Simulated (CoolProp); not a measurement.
R123 along the isobar 101 kPa: Z from the reference equation and from simpler models built on Tc = 456.8 K, pc = 3662 kPa, ω = 0.282; each cubic takes its own stable root.

Model: reference Helmholtz-energy equation of state, Younglove 1994, in CoolProp. It is a modified Benedict-Webb-Rubin equation, recast in Helmholtz form.

| T (K) | phase | reference | Redlich-Kwong | Soave-Redlich-Kwong |
|---|---|---|---|---|
| 222.7 | liquid | 0.005075 | 0.005767 | 0.005639 |
| 243.4 | liquid | 0.004780 | … | 0.005286 |
| 264.1 | liquid | 0.004544 | … | 0.005007 |
| 284.8 | liquid | 0.004355 | 0.9643 | 0.004792 |
| 305.5 | gas | 0.9594 | … | … |
| 326.2 | gas | 0.9682 | … | 0.9726 |
| 346.8 | gas | 0.9746 | 0.9793 | 0.9772 |
| 367.5 | gas | 0.9793 | 0.9824 | 0.9809 |
| 388.2 | gas | 0.9830 | 0.9849 | 0.9839 |
| 408.9 | gas | 0.9858 | 0.9870 | 0.9863 |

**Question.** Some entries are withheld; supply them.

**Answer.** 
- 243.4, Redlich-Kwong: 0.005431
- 264.1, Redlich-Kwong: 0.005169
- 305.5, Redlich-Kwong: 0.9706
- 305.5, Soave-Redlich-Kwong: 0.9668
- 326.2, Redlich-Kwong: 0.9755

At some of these states Redlich-Kwong gives the other phase, because its saturation line lies elsewhere.
